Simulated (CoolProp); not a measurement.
Saturation properties of CH2F2 (R32) (Tc = 351.3 K, pc = 5.783 MPa, ω = 0.277).

Values from CoolProp's reference Helmholtz-energy equation of state, Tillner-Roth 1997.

```csv
T (K),p (MPa),vapour density (kg/m³),liquid cp (kJ/(kg K)),surface tension (mN/m),vapour viscosity (µPa s)
210.6,0.05625,1.721,1.573,22.8,9.36
217.4,0.08185,2.446,1.581,21.5,9.68
224.2,0.1161,3.395,1.591,20.1,9.99
231,0.1608,4.615,1.603,18.8,10.3
237.8,0.2180,6.158,1.618,17.5,10.6
244.6,0.2902,8.085,1.635,16.2,10.9
251.4,0.3796,10.46,1.655,14.9,11.3
258.2,0.4890,13.37,1.678,13.7,11.6
265,0.6209,16.90,1.706,12.4,11.9
271.8,0.7785,21.15,1.738,11.2,12.3
278.7,0.9677,26.34,1.777,10.0,12.6
```

It boils at 221.5 K under 1 atm.

Viscosity comes from a separate model (Bell 2016), an estimate that may be off by 10 % or more. Surface tension comes from a separate correlation (Mulero 2012).
